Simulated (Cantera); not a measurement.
An isothermal, constant-pressure homogeneous reactor starts with H2 : O2 : N2 = 1.5 : 1 : 16 (molar parts), equivalence ratio 0.75, at 1075 K and 750 Torr.

Detailed kinetics in Cantera: GRI-Mech 3.0 (53 species, 325 reactions). The temperature is held fixed by assumption; the heat of reaction is taken as removed at once.

x: mole fraction; the columns are a selection and need not sum to one.

| t (s) | x H2 | x O2 | x NO | x OH | x H2O | x O |
|---|---|---|---|---|---|---|
| 2.00e-6 | 0.0811 | 0.0541 | <1e-12 | 1.16e-12 | 1.32e-12 | 1.77e-12 |
| 7.02e-6 | 0.0811 | 0.0541 | <1e-12 | 7.07e-12 | 3.05e-11 | 1.49e-11 |
| 2.47e-5 | 0.0811 | 0.0541 | <1e-12 | 4.86e-11 | 6.78e-10 | 1.17e-10 |
| 8.66e-5 | 0.0811 | 0.0541 | <1e-12 | 1.69e-9 | 4.58e-8 | 4.14e-9 |
| 0.000304 | 0.0726 | 0.0503 | 1.08e-8 | 0.000255 | 0.00702 | 0.000429 |
| 0.00107 | 0.00125 | 0.0147 | 1.36e-6 | 9.52e-5 | 0.0831 | 5.19e-5 |
| 0.00375 | 0.000294 | 0.0142 | 1.31e-6 | 1.73e-5 | 0.0842 | 4.32e-6 |
| 0.0132 | … | 0.0141 | … | … | 0.0844 | … |
| 0.0462 | 2.24e-5 | 0.0141 | 9.48e-7 | 1.80e-6 | 0.0845 | 5.61e-8 |
| 0.162 | 3.02e-6 | 0.0141 | 8.83e-7 | 8.22e-7 | 0.0845 | 5.35e-9 |
| 0.570 | 1.29e-7 | 0.0141 | 1.08e-6 | 3.44e-7 | 0.0845 | 4.77e-10 |
| 2.00 | … | 0.0141 | … | … | 0.0845 | 7.57e-11 |

Question: Some entries are withheld; supply them.

Answer: 
- 0.0132, x H2: 8.81e-5
- 0.0132, x NO: 1.16e-6
- 0.0132, x OH: 4.87e-6
- 0.0132, x O: 4.90e-7
- 2.00, x H2: 3.72e-9
- 2.00, x NO: 1.25e-6
- 2.00, x OH: 1.44e-7
